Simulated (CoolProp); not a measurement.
Vapour pressure (bar) of ethanol: the reference equation beside estimates from Tc = 241.6 °C, pc = 62.68 bar, ω = 0.644.

Values from CoolProp's reference Helmholtz-energy equation of state, Schroeder 2014.

```tsv
T (°C)	reference	Redlich-Kwong	Soave-Redlich-Kwong
58.95	0.4458	[?]	0.4392
62.55	0.5233	2.929	0.5176
66.15	0.6117	3.232	0.6074
69.75	0.7125	3.558	0.7097
73.35	0.8267	3.907	0.8259
76.95	0.9559	4.281	0.9572
80.55	1.101	4.680	1.105
84.05	1.260	5.094	1.267
87.65	[?]	5.546	1.452
91.25	1.646	6.026	1.659
94.85	1.873	6.536	[?]
98.45	2.125	7.075	2.145
102.05	2.404	7.646	2.427
105.65	2.712	8.249	2.739
109.25	3.051	8.884	3.081
```

Question: Fill in the missing entries.

Answer: 
- 58.95, Redlich-Kwong: 2.647
- 87.65, reference: 1.443
- 94.85, Soave-Redlich-Kwong: 1.889

Absolute difference from the reference over all 15 rows, mean and median: Redlich-Kwong 318.5 and 304.3 %, Soave-Redlich-Kwong 0.7 and 0.8 %.
